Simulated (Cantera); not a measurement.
Charge: 1 mol SiCl₄, 1.3 mol Cl₂, 9.3 mol H₂, at 1198.15 K and 2700 Torr.

These are equilibrium values from Cantera (NASA tables, ideal gas, pure condensed phases), not measurements of a reactor. Candidate condensed phases: Si; 19 gas species. The tables' values for SiCl₃ are old estimates; treat these amounts as uncertain. Equilibrium is a limit: real reactors are often held back by kinetics, nucleation or transport.

Base state: H₂ 0.683, HCl 0.231, SiCl₄ 0.0792, SiHCl₃ 0.00630, SiCl₃ 0.000582, SiH₂Cl₂ 6.55e-5, SiCl₂ 3.78e-5 (mole fractions); condensed: gas only.

Question: What changes in the equilibrium state with this change: Cl₂ from 1.3 to 0.75 mol?

Answer: 
```json
[
 {"species": "H₂", "before": "0.683", "after": "0.761"},
 {"species": "HCl", "before": "0.231", "after": "0.148"},
 {"species": "SiCl₄", "before": "0.0792", "after": "0.0783"},
 {"species": "SiHCl₃", "before": "0.00630", "after": "0.0108"},
 {"species": "SiH₂Cl₂", "before": "6.55e-5", "after": "0.000196"},
 {"species": "SiCl₂", "before": "3.78e-5", "after": "0.000102"}
]
```
